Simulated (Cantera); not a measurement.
# Equilibrium for silicon nitride deposition: SiHCl₃ + N₂ + H₂ + O₂

Feed: 1 mol SiHCl₃, 23 mol N₂, 60 mol H₂, 1.8 mol O₂, at 0.260 bar.

Method: chemical equilibrium by Gibbs-energy minimisation in Cantera with the NASA 1993 tables (ideal gas, pure condensed phases). Candidate condensed phases: H₂O, NH₄Cl, Si, SiO₂, Si₂N₂O, Si₃N₄; 47 gas species. The tables hold silica as quartz up to 1696 K and as liquid above; real silica turns to tridymite and cristobalite and melts near 1996 K. Rates play no part.

At 823 K the condensed part is SiO₂(α-quartz). From 923 K to 1623 K the condensed part is SiO₂(β-quartz). From 1723 K to 1923 K the condensed part is SiO₂(condensed). At 2023 K the condensed part is SiO₂(l).

| T (K) | x H₂ | x N₂ | x HCl | x H₂O | x SiO | n SiO₂(α-quartz) | n SiO₂(β-quartz) | n SiO₂(condensed) | n SiO₂(l) |
|---|---|---|---|---|---|---|---|---|---|
| 823 | 0.675 | 0.271 | 0.0353 | 0.0188 | <1e-12 | 1.00 | 0 | 0 | 0 |
| 923 | 0.675 | 0.271 | 0.0353 | 0.0188 | <1e-12 | 0 | 1.00 | 0 | 0 |
| 1023 | 0.675 | 0.271 | 0.0353 | 0.0188 | <1e-12 | 0 | 1.00 | 0 | 0 |
| 1123 | 0.675 | 0.271 | 0.0353 | 0.0188 | <1e-12 | 0 | 1.00 | 0 | 0 |
| 1223 | 0.675 | 0.271 | 0.0353 | 0.0188 | 1.20e-11 | 0 | 1.00 | 0 | 0 |
| 1323 | 0.675 | 0.271 | 0.0353 | 0.0188 | 6.98e-10 | 0 | 1.00 | 0 | 0 |
| 1423 | 0.675 | 0.271 | 0.0353 | 0.0188 | 2.25e-8 | 0 | 1.000 | 0 | 0 |
| 1523 | 0.675 | 0.271 | 0.0353 | 0.0188 | 4.55e-7 | 0 | 1.000 | 0 | 0 |
| 1623 | 0.675 | 0.271 | 0.0353 | 0.0188 | 6.28e-6 | 0 | 0.999 | 0 | 0 |
| 1723 | 0.675 | 0.271 | 0.0353 | 0.0189 | 6.25e-5 | 0 | 0 | 0.995 | 0 |
| 1823 | 0.674 | 0.270 | 0.0352 | 0.0193 | 0.000460 | 0 | 0 | 0.961 | 0 |
| 1923 | 0.670 | 0.270 | 0.0351 | 0.0213 | 0.00249 | 0 | 0 | 0.787 | 0 |
| 2023 | 0.657 | 0.268 | 0.0348 | 0.0279 | 0.00930 | 0 | 0 | 0 | 0.201 |
x: gas mole fraction; n: condensed amount in mol.
